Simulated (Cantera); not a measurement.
A Cantera script and what it prints.

```python
import numpy as np
import cantera as ct

gas_names = """
    AL ALN AL2 N N2
""".split()
cond_names = """
    AL(cr) AL(L) ALN(s)
""".split()


# ... load() reads the species with a 1 bar reference pressure and builds the phases ...
atoms = {
    'Al': {'AL': 1},
    'N2': {'N': 2},
}
top_T = {'ALN(s)': 2750}  # K; cautious upper limits of use, not melting points


# ... equilibrate(T, P, feed) seeds the gas with the atoms and calls Mixture.equilibrate('TP', solver="vcs", rtol=1e-11, max_steps=5000) ...
results = []
feed = {'Al': 1, 'N2': 72}  # mol
T = 1775  # K
P = 1333.22  # Pa
mix = equilibrate(T, P, feed)
results.append((T, P, feed, dict(zip(mix.species_names, mix.species_moles))))
print(gas.report(threshold=1e-06))
for i in range(1, mix.n_phases):
    print(f"{mix.phase(i).name:16s} {mix.phase_moles(i):12.5e} mol")
```

Output:

```
       temperature   1775 K
          pressure   1333.2 Pa
           density   0.0025307 kg/m^3
  mean mol. weight   28.014 kg/kmol
   phase of matter   gas

                          1 kg             1 kmol
                     ---------------   ---------------
          enthalpy        1.7161e+06        4.8074e+07  J
   internal energy        1.1893e+06        3.3316e+07  J
           entropy             10126        2.8368e+05  J/K
    Gibbs function       -1.6258e+07       -4.5545e+08  J
 heat capacity c_p            1268.4             35533  J/K
 heat capacity c_v             971.6             27218  J/K

                      mass frac. Y      mole frac. X     chem. pot. / RT
                     ---------------   ---------------   ---------------
                AL        0.00010363         0.0001076            -13.31
                N2            0.9999           0.99989           -30.863
     [   +3 minor]        4.4132e-10         3.786e-10

AL(L)             0.00000e+00 mol
ALN(s)            9.92306e-01 mol
```

These are equilibrium values from Cantera (NASA tables, ideal gas, pure condensed phases), not measurements of a reactor.
